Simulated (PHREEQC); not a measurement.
Synthetic water in mg/L, 25 °C, pH 6.54, pe 0.6:

```tsv
constituent	mg/L
Na	3.08
K	0.00379
Ca	1.08
Mg	0.0906
Cl	6.07
S(6) as SO4	0.0772
Alkalinity as HCO3	1.99
Sr	0.00631
N(-3) as NH4	0.00629
Fe(2)	0.0125
```

Valence states are taken as typed.

Computed with PHREEQC (ion-association model, wateq4f.dat).

Precipitation was switched off in this run.

**Question.** Predict the charge-balance error.

**Answer.** charge-balance error -2.3 %.

**Question.** In which forms is C present?

**Answer.** HCO3- 61 %, CO2 39 % of the C.
